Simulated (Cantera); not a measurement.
Charge: 1 mol HCl, 2.4 mol H2O, 2.3 mol N2, equilibrated at 3000 K and 1500000 Pa.

These are equilibrium values from Cantera (NASA tables, ideal gas, pure condensed phases), not measurements of a reactor. Candidate condensed phases: H2O, NH4Cl; 29 gas species. The numbers say what is thermodynamically allowed, not how fast it happens.

Base state: N2 0.384, H2O 0.354, HCl 0.148, H2 0.0440, OH 0.0229, Cl 0.0197, O2 0.00867, H 0.00855 (mole fractions); condensed: gas only.

Task: What changes in the equilibrium state with this change: temperature from 3000 K to 1750 K?

Result: 
```csv
species,before,after
H2O,0.354,0.421
N2,0.384,0.403
HCl,0.148,0.175
H2,0.0440,0.000444
OH,0.0229,7.03e-5
Cl,0.0197,0.000385
O,0.00272,1.58e-7
H,0.00855,1.26e-6
HO2,1.44e-5,8.64e-9
ClO,6.36e-5,2.27e-7
NO,0.00677,4.45e-5
```

Task: What changes in the equilibrium state with this change: temperature from 3000 K to 3073 K?

Result: 
```json
[
 {"species": "N2", "before": "0.384", "after": "0.380"},
 {"species": "H2O", "before": "0.354", "after": "0.342"},
 {"species": "HCl", "before": "0.148", "after": "0.145"},
 {"species": "H2", "before": "0.0440", "after": "0.0506"},
 {"species": "OH", "before": "0.0229", "after": "0.0271"},
 {"species": "H", "before": "0.00855", "after": "0.0114"},
 {"species": "Cl", "before": "0.0197", "after": "0.0221"},
 {"species": "O", "before": "0.00272", "after": "0.00372"},
 {"species": "HO2", "before": "1.44e-5", "after": "1.78e-5"},
 {"species": "ClO", "before": "6.36e-5", "after": "7.47e-5"},
 {"species": "NO", "before": "0.00677", "after": "0.00786"},
 {"species": "O2", "before": "0.00867", "after": "0.00991"}
]
```

Task: What changes in the equilibrium state with this change: 0.51 mol O2 added?

Result: 
```json
[
 {"species": "H2O", "before": "0.354", "after": "0.351"},
 {"species": "N2", "before": "0.384", "after": "0.350"},
 {"species": "HCl", "before": "0.148", "after": "0.128"},
 {"species": "O2", "before": "0.00867", "after": "0.0605"},
 {"species": "H2", "before": "0.0440", "after": "0.0165"},
 {"species": "NO", "before": "0.00677", "after": "0.0171"},
 {"species": "OH", "before": "0.0229", "after": "0.0370"},
 {"species": "Cl", "before": "0.0197", "after": "0.0276"},
 {"species": "NO2", "before": "3.10e-6", "after": "2.06e-5"},
 {"species": "HO2", "before": "1.44e-5", "after": "6.15e-5"}
]
```
